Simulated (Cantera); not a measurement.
Input: 1 mol CH₂F₂, 0.13 mol H₂, at 402 °C and 8200 Pa.

Equilibrium computed with Cantera from the NASA thermochemical tables; the gas is ideal and each condensed phase is pure. Candidate condensed phases: C, C₆H₆, C₇H₈, C₈H₁₈; 95 gas species. Rates play no part.

Base state: HF 0.942, H₂ 0.0542, CH₄ 0.00352, H₂F₂ 1.59e-5 (mole fractions); condensed: C(graphite).

Q: What changes in the equilibrium state with this change: H₂ from 0.13 to 0.82 mol?

A: 
```json
[
 {"species": "HF", "before": "0.942", "after": "0.745"},
 {"species": "H₂", "before": "0.0542", "after": "0.205"},
 {"species": "CH₄", "before": "0.00352", "after": "0.0502"},
 {"species": "H₂F₂", "before": "1.59e-5", "after": "9.92e-6"},
 {"species": "C(graphite), mol", "before": "0.993", "after": "0.865"}
]
```
